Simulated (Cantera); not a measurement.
Input (Python, Cantera):

```python
import numpy as np
import cantera as ct

gas = ct.Solution("gri30.yaml")
gas.TPX = 1448, 1000000, {'CH4': 1, 'C2H6': 0.031, 'O2': 6.83, 'N2': 25.7}
reactor = ct.IdealGasConstPressureReactor(gas, energy="on", clone=False)
net = ct.ReactorNet([reactor])
net.rtol, net.atol = 1e-08, 1e-16
show = ['CH4', 'C2H6', 'O2', 'NO', 'CH2']
times = np.geomspace(2e-06, 5, 13)

steps = ct.SolutionArray(gas, extra=["t"])
rows = []
print(f"{'t/s':>10s}{'T/K':>9s}{'P/Pa':>11s}" + "".join(f"{s:>11s}" for s in show))
for t in times:
    while net.time < t:
        t_next = net.step()
        steps.append(gas.state, t=t_next)
    rows.append([np.interp(t, steps.t, y) for y in (steps.T, steps.P, *steps(*show).X.T)])
    print(f"{t:10.3e}{rows[-1][0]:9.1f}{rows[-1][1]:11.4g}" + "".join(f"{x:11.3e}" for x in rows[-1][2:]))
rate = np.gradient(steps.T, steps.t)
print("integrator steps:", len(steps.t))
if steps.T.max() > steps.T[0] + 200:
    print(f"time of steepest temperature rise: {steps.t[rate.argmax()]:.4e} s")
gas.TPX = 1448, 1000000, {'CH4': 1, 'C2H6': 0.031, 'O2': 6.83, 'N2': 25.7}
gas.equilibrate("HP")
print(f"equilibrium (HP): T = {gas.T:.1f} K  " + "  ".join(f"{s} {gas[s].X[0]:.3e}" for s in show))
```

Result:

```
       t/s      T/K       P/Pa        CH4       C2H6         O2         NO        CH2
 2.000e-06   1448.0      1e+06  2.980e-02  9.226e-04  2.035e-01  4.590e-16  3.883e-13
 6.826e-06   1448.0      1e+06  2.979e-02  9.197e-04  2.035e-01  5.292e-15  5.589e-12
 2.330e-05   1448.0      1e+06  2.974e-02  9.087e-04  2.035e-01  8.880e-14  1.410e-10
 7.953e-05   1455.6      1e+06  2.835e-02  9.391e-04  2.023e-01  5.236e-12  6.173e-09
 2.714e-04   2115.8      1e+06  1.118e-16  2.406e-30  1.402e-01  1.416e-05  2.773e-16
 9.265e-04   2115.9      1e+06  1.985e-17  7.560e-32  1.401e-01  3.628e-05  4.858e-17
 3.162e-03   2115.7      1e+06  5.667e-20 -2.696e-36  1.401e-01  1.115e-04  1.383e-19
 1.079e-02   2115.2      1e+06  1.383e-22  2.424e-39  1.400e-01  3.647e-04  1.630e-22
 3.684e-02   2113.3      1e+06  9.088e-23 -1.651e-41  1.396e-01  1.188e-03  4.794e-23
 1.257e-01   2108.0      1e+06  8.138e-23  5.270e-42  1.384e-01  3.487e-03  4.114e-23
 4.292e-01   2100.0      1e+06  6.894e-23  3.911e-42  1.367e-01  6.941e-03  3.246e-23
 1.465e+00   2097.9      1e+06  6.595e-23  3.607e-42  1.362e-01  7.863e-03  3.047e-23
 5.000e+00   2097.9      1e+06  6.593e-23  3.605e-42  1.362e-01  7.867e-03  3.046e-23
integrator steps: 1688
time of steepest temperature rise: 1.3481e-04 s
equilibrium (HP): T = 2097.9 K  CH4 1.004e-22  C2H6 5.767e-42  O2 1.362e-01  NO 7.867e-03  CH2 8.241e-23
```

Cantera simulation using GRI-Mech 3.0 (53 species, 325 reactions); the numbers are that mechanism's predictions, not measurements.
